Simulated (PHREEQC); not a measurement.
Make-up at 34 °C: 0.0085 mol PbCl2, 0.042 mol HF and 0.003 mol Na2SO4 per kg of water. Closed to the air; pH follows from the charge balance.

Model: ion-association model, wateq4f.dat, run in PHREEQC.

Precipitation was switched off in this run.

Task: Predict the pH, ionic strength.

Result: pH 2.34; ionic strength 0.0303 mol/kgw.

Task: In which forms is Pb present?

Result: Pb+2 61 %, PbCl+ 23 %, PbSO4 13 %, PbF+ 2.6 % of the Pb.

Saturation is exceeded, for instance for Matlockite, Anglesite; the values hold only as long as no solid forms. Species that the database lacks are ignored. wateq4f.dat counts part of the HF as a dimer, H2F2, which phreeqc.dat doesn't know; its constant is uncertain.
